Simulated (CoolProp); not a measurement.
Saturation properties of sulfur hexafluoride (Tc = 45.6 °C, pc = 3.755 MPa, ω = 0.210).

Values from CoolProp's reference Helmholtz-energy equation of state, Guder 2009.

```json
[
 {"T (°C)": "-19.95", "p (MPa)": "0.6905", "liquid viscosity (µPa s)": "…", "vapour viscosity (µPa s)": "13.6"},
 {"T (°C)": "-17.65", "p (MPa)": "0.7431", "liquid viscosity (µPa s)": "249", "vapour viscosity (µPa s)": "13.7"},
 {"T (°C)": "-15.45", "p (MPa)": "0.7962", "liquid viscosity (µPa s)": "240", "vapour viscosity (µPa s)": "13.9"},
 {"T (°C)": "-13.25", "p (MPa)": "…", "liquid viscosity (µPa s)": "231", "vapour viscosity (µPa s)": "14.0"},
 {"T (°C)": "-10.95", "p (MPa)": "…", "liquid viscosity (µPa s)": "223", "vapour viscosity (µPa s)": "14.1"},
 {"T (°C)": "-8.75", "p (MPa)": "…", "liquid viscosity (µPa s)": "215", "vapour viscosity (µPa s)": "14.3"},
 {"T (°C)": "-6.55", "p (MPa)": "1.040", "liquid viscosity (µPa s)": "207", "vapour viscosity (µPa s)": "…"},
 {"T (°C)": "-4.25", "p (MPa)": "1.111", "liquid viscosity (µPa s)": "199", "vapour viscosity (µPa s)": "14.6"},
 {"T (°C)": "-2.05", "p (MPa)": "…", "liquid viscosity (µPa s)": "191", "vapour viscosity (µPa s)": "14.8"},
 {"T (°C)": "0.15", "p (MPa)": "1.257", "liquid viscosity (µPa s)": "…", "vapour viscosity (µPa s)": "14.9"},
 {"T (°C)": "2.45", "p (MPa)": "1.339", "liquid viscosity (µPa s)": "177", "vapour viscosity (µPa s)": "15.1"},
 {"T (°C)": "4.65", "p (MPa)": "1.420", "liquid viscosity (µPa s)": "170", "vapour viscosity (µPa s)": "15.3"},
 {"T (°C)": "6.85", "p (MPa)": "1.506", "liquid viscosity (µPa s)": "164", "vapour viscosity (µPa s)": "15.5"},
 {"T (°C)": "9.15", "p (MPa)": "1.599", "liquid viscosity (µPa s)": "157", "vapour viscosity (µPa s)": "15.7"}
]
```

Q: Some entries are withheld; supply them.

A: 
- -19.95, liquid viscosity (µPa s): 259
- -13.25, p (MPa): 0.8520
- -10.95, p (MPa): 0.9135
- -8.75, p (MPa): 0.9752
- -6.55, vapour viscosity (µPa s): 14.4
- -2.05, p (MPa): 1.182
- 0.15, liquid viscosity (µPa s): 184

Viscosity comes from a separate model (Quiñones-Cisneros 2012).
